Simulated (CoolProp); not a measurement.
Saturated liquid density (kg/m³) of octamethyltrisiloxane (MDM): the reference equation beside estimates from Tc = 292.2 °C, pc = 14.38 bar, ω = 0.528.

The numbers come from the reference Helmholtz-energy equation of state, Thol 2017 in CoolProp.

```json
[
 {"T (°C)": "16.05", "reference": "824.2", "van der Waals": "471.1", "Redlich-Kwong": "699.1", "Soave-Redlich-Kwong": "734.8", "Peng-Robinson": "825.3"},
 {"T (°C)": "19.75", "reference": "820.5", "van der Waals": "469.4", "Redlich-Kwong": "696.1", "Soave-Redlich-Kwong": "732.5", "Peng-Robinson": "822.9"},
 {"T (°C)": "23.45", "reference": "816.8", "van der Waals": "467.6", "Redlich-Kwong": "693.2", "Soave-Redlich-Kwong": "730.2", "Peng-Robinson": "820.4"},
 {"T (°C)": "27.15", "reference": "813.1", "van der Waals": "465.8", "Redlich-Kwong": "690.2", "Soave-Redlich-Kwong": "727.8", "Peng-Robinson": "817.9"},
 {"T (°C)": "30.95", "reference": "809.3", "van der Waals": "463.9", "Redlich-Kwong": "687.1", "Soave-Redlich-Kwong": "725.3", "Peng-Robinson": "815.2"},
 {"T (°C)": "34.65", "reference": "805.5", "van der Waals": "462.1", "Redlich-Kwong": "684.0", "Soave-Redlich-Kwong": "722.8", "Peng-Robinson": "812.6"},
 {"T (°C)": "38.35", "reference": "801.8", "van der Waals": "460.3", "Redlich-Kwong": "680.9", "Soave-Redlich-Kwong": "720.3", "Peng-Robinson": "810.0"},
 {"T (°C)": "42.05", "reference": "798.0", "van der Waals": "458.4", "Redlich-Kwong": "677.7", "Soave-Redlich-Kwong": "717.7", "Peng-Robinson": "807.2"},
 {"T (°C)": "45.75", "reference": "794.2", "van der Waals": "456.5", "Redlich-Kwong": "674.5", "Soave-Redlich-Kwong": "715.1", "Peng-Robinson": "804.5"},
 {"T (°C)": "49.45", "reference": "790.4", "van der Waals": "454.6", "Redlich-Kwong": "671.3", "Soave-Redlich-Kwong": "712.5", "Peng-Robinson": "801.7"},
 {"T (°C)": "53.15", "reference": "786.6", "van der Waals": "452.7", "Redlich-Kwong": "668.1", "Soave-Redlich-Kwong": "709.8", "Peng-Robinson": "798.8"},
 {"T (°C)": "56.95", "reference": "782.7", "van der Waals": "450.7", "Redlich-Kwong": "664.7", "Soave-Redlich-Kwong": "706.9", "Peng-Robinson": "795.8"}
]
```

Absolute difference from the reference over all 12 rows, mean and median: van der Waals 42.6 and 42.6 %, Redlich-Kwong 15.1 and 15.1 %, Soave-Redlich-Kwong 10.2 and 10.2 %, Peng-Robinson 0.9 and 1.0 %.
